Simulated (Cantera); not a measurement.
## Equilibrium for oxide etching and cleaning by halides: MgO + HBr

A closed system holds: 1 mol MgO, 41 mol HBr, held at 10.0 Torr.

Cantera equilibrium calculation (NASA polynomials, part measured and part estimated; ideal gas, pure solids and liquids). Candidate condensed phases: Br₂, H₂O, Mg, MgBr₂, MgO, Mg(OH)₂; 20 gas species. Kinetics and transport are ignored.

From 1423 K to 1823 K nothing is condensed. The main Mg-bearing gas is MgBr₂ throughout.

```csv
T (K),log p HBr,log p Br,log p H₂,log p H₂O,log p MgBr₂
1423,-1.93,-3.22,-3.51,-3.50,-3.50
1473,-1.94,-3.10,-3.39,-3.50,-3.50
1523,-1.95,-2.99,-3.28,-3.51,-3.51
1573,-1.97,-2.88,-3.18,-3.51,-3.51
1623,-1.99,-2.79,-3.09,-3.52,-3.52
1673,-2.01,-2.71,-3.00,-3.52,-3.52
1723,-2.04,-2.63,-2.93,-3.53,-3.53
1773,-2.07,-2.56,-2.86,-3.54,-3.54
1823,-2.10,-2.50,-2.80,-3.54,-3.55
```
log p: log10 of the partial pressure in bar; nothing condenses.
